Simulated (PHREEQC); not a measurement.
CaCl2 is added in steps, without added water, to 1 kg of water holding 0.15 mol/kgw H3PO4, at 25 °C. Oxygen is held at 0.21 atm. No CO2 enters from the air. The run lets Hydroxyapatite precipitate or redissolve, and no other solid.

Base run: PHREEQC, ion-association model, phreeqc.dat. Each further column changes one thing. The table gives pH.

| CaCl2 added (mol) | base | H3PO4 from 0.15 to 0.75 mol/kgw | temperature from 25 to 75 °C | H3PO4 from 0.15 to 0.3 mol/kgw | no solid may form |
|---|---|---|---|---|---|
| 0 | 1.54 | 1.16 | 1.64 | 1.38 | 1.54 |
| 0.0275 | 1.50 | 1.13 | 1.57 | 1.34 | 1.50 |
| 0.04813 | 1.48 | 1.11 | 1.54 | 1.32 | 1.48 |
| 0.07562 | 1.46 | 1.08 | 1.51 | 1.29 | 1.46 |
| 0.09625 | 1.44 | 1.07 | 1.48 | 1.28 | 1.44 |
| 0.1237 | 1.42 | 1.05 | 1.46 | 1.26 | 1.42 |
| 0.1444 | 1.41 | 1.03 | 1.44 | 1.24 | 1.41 |
| 0.1719 | 1.40 | 1.01 | 1.42 | 1.22 | 1.40 |
| 0.1925 | 1.38 | 1.00 | 1.41 | 1.21 | 1.38 |
| 0.22 | 1.37 | 0.99 | 1.39 | 1.20 | 1.37 |

 At this temperature some constants are extrapolated from 25 °C, and those without enthalpy data are left unchanged.
